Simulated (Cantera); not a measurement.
Input: 1 mol Si2H6, 9.7 mol O2, 48 mol H2, held at 1525 K and 7.10 Pa.

Equilibrium computed with Cantera from the NASA thermochemical tables; the gas is ideal and each condensed phase is pure. Candidate condensed phases: H2O, Si, SiO2; 18 gas species. The feed counts by its element totals alone. The tables hold silica as quartz up to 1696 K and as liquid above; real silica turns to tridymite and cristobalite and melts near 1996 K. Kinetics and transport are ignored.

Base state: H2 0.696, H2O 0.302, H 0.00234, SiO 0.000113, OH 3.15e-5 (mole fractions); condensed: SiO2(β-quartz).

Task: What changes in the equilibrium state with this change: temperature from 1525 K to 898 K?

Result: 
```csv
species,before,after
H2,0.696,0.698
H2O,0.302,0.302
H,0.00234,1.09e-8
SiO,0.000113,<1e-9
OH,3.15e-5,<1e-9
"SiO2(β-quartz), mol",1.99,2.00
```
